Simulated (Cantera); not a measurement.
Input (Python, Cantera) and output of one run.

```python
import numpy as np
import cantera as ct

gas_names = """
    B BH BH2 BH3 BN B2 H H2 N NH NH2 NH3 N2 N2H2 N2H4
""".split()
cond_names = """
    B(b) B(L) BN(s)
""".split()


# ... load() reads the species with a 1 bar reference pressure and builds the phases ...
atoms = {
    'borazine': {'B': 3, 'N': 3, 'H': 6},
    'NH3': {'N': 1, 'H': 3},
    'N2': {'N': 2},
}
top_T = {'BN(s)': 3200}  # K; cautious upper limits of use, not melting points


# ... equilibrate(T, P, feed) seeds the gas with the atoms and calls Mixture.equilibrate('TP', solver="vcs", rtol=1e-11, max_steps=5000) ...
results = []
T = 1073.15  # K
P = 64000  # Pa
for m in [0.34, 0.57, 0.95, 1.6, 2.6, 4.4, 7.3, 12, 20, 34]:
    feed = {'borazine': 1, 'NH3': 0.26, 'N2': m}  # mol
    mix = equilibrate(T, P, feed)
    results.append((T, P, feed, dict(zip(mix.species_names, mix.species_moles))))

top = {s: max(r[3][s] / sum(r[3][g] for g in gas_names) for r in results) for s in gas_names}
cols = sorted((s for s in top if top[s] > 0.0001), key=lambda s: -top[s])[:8]
seen = [c for c in cond_names if any(r[3].get(c, 0) > 1e-12 for r in results)]
print("log10 of partial pressures in bar; condensed amounts in mol")
print(f"{'n(N2)':>10s}" + "".join(f"{s[:9]:>10s}" for s in cols + seen))
for T, P, feed, n in results:
    ng = sum(n[g] for g in gas_names)
    print(f"{feed['N2']:10.4g}" + "".join(f"{np.log10(max(n[s] / ng * P / 1e5, 1e-99)):10.3f}" for s in cols)
          + "".join(f"{n.get(c, 0):10.4g}" for c in seen))
```

It prints:

```
log10 of partial pressures in bar; condensed amounts in mol
     n(N2)        N2        H2     BN(s)
      0.34    -1.108    -0.250         3
      0.57    -0.961    -0.275         3
      0.95    -0.811    -0.314         3
       1.6    -0.665    -0.373         3
       2.6    -0.544    -0.450         3
       4.4    -0.436    -0.562         3
       7.3    -0.357    -0.698         3
        12    -0.301    -0.855         3
        20    -0.261    -1.035         3
        34    -0.235    -1.238         3
```

Equilibrium computed with Cantera from the NASA thermochemical tables; the gas is ideal and each condensed phase is pure. The feed counts by its element totals alone.
